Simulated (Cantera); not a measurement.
Charge: 1 mol Si, 3.2 mol HF, held at 1198 K and 0.0230 bar.

Cantera equilibrium calculation (NASA polynomials, part measured and part estimated; ideal gas, pure solids and liquids). Candidate condensed phases: Si; 25 gas species. The tables' values for SiF3, SiF2 are old estimates; treat these amounts as uncertain. Equilibrium is a limit: real reactors are often held back by kinetics, nucleation or transport.

Base state: H2 0.660, SiF4 0.316, SiHF3 0.0154, SiF3 0.00795, HF 0.000434, SiH2F2 0.000370, SiF2 0.000220 (mole fractions); condensed: Si(s).

Task: What changes in the equilibrium state with this change: 0.051 mol HCl added?

Result: 
| species | before | after |
|---|---|---|
| H2 | 0.660 | 0.648 |
| SiF4 | 0.316 | 0.310 |
| HCl | 0 | 0.0176 |
| SiHF3 | 0.0154 | 0.0151 |
| SiCl2 | 0 | 0.00113 |
| SiCl3 | 0 | 0.000109 |
| Si(s), mol | 0.186 | 0.182 |
The tables' values for SiF3, SiF2, SiCl3 are old estimates; treat these amounts as uncertain.
